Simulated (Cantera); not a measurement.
Charge: 1 mol SiH2Cl2, 0.81 mol N2, 46 mol H2, held at 0.133 bar.

Method: chemical equilibrium by Gibbs-energy minimisation in Cantera with the NASA 1993 tables (ideal gas, pure condensed phases). Candidate condensed phases: NH4Cl, Si, Si3N4; 28 gas species. N2 is the only nitrogen source here; it is nearly inert below about 1500 K, so the nitride shown seldom forms there in practice. Mutual solubility and eutectic melting of coexisting phases are not modelled. The tables' values for SiCl3, SiCl are old estimates; treat these amounts as uncertain. Gases not in the tables: Si2H6 and higher silanes. Equilibrium is a limit: real reactors are often held back by kinetics, nucleation or transport.

x: gas mole fraction; n: condensed amount in mol.

| T (°C) | x H2 | x HCl | x N2 | x SiCl2 | n Si3N4(s) | n Si(l) |
|---|---|---|---|---|---|---|
| 1075 | 0.956 | 0.0412 | 0.00309 | 0.000127 | 0.331 | 0 |
| 1125 | 0.956 | 0.0408 | 0.00319 | 0.000282 | 0.328 | 0 |
| 1175 | 0.956 | 0.0402 | 0.00339 | 0.000571 | 0.323 | 0 |
| 1225 | 0.956 | 0.0392 | 0.00372 | 0.00105 | 0.315 | 0 |
| 1275 | 0.956 | 0.0378 | … | … | 0.304 | 0 |
| 1325 | 0.956 | 0.0358 | 0.00483 | 0.00271 | 0.289 | 0 |
| 1375 | 0.957 | 0.0335 | … | 0.00387 | 0.270 | 0 |
| 1425 | 0.951 | 0.0329 | 0.0113 | 0.00408 | 0.131 | 0.404 |
| 1475 | 0.946 | 0.0331 | 0.0166 | 0.00386 | 0 | 0.807 |

Fill in the missing entries.


- 1275, x N2: 0.00419
- 1275, x SiCl2: 0.00176
- 1375, x N2: 0.00560
